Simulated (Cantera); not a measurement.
Input: 1 mol C2H4, 4.5 mol H2O, held at 1702 °C and 7.50 Torr.

Equilibrium computed with Cantera from the NASA thermochemical tables; the gas is ideal and each condensed phase is pure. Candidate condensed phases: C, C6H6, C7H8, C8H18, H2O; 110 gas species. Kinetics and transport are ignored.

### Question
What is the equilibrium state?

### Answer
| Property | Value |
|---|---|
| x(H2) | 0.489 |
| x(H2O) | 0.267 |
| x(CO) | 0.209 |
| x(CO2) | 0.0254 |
| x(H) | 0.00957 |
| x(OH) | 0.000497 |
| x(O) | 7.16e-6 |
| x(O2) | 1.69e-6 |
| gas amount | 8.543 mol |
| log10 activity of C(graphite) (absent) | -6.30 |
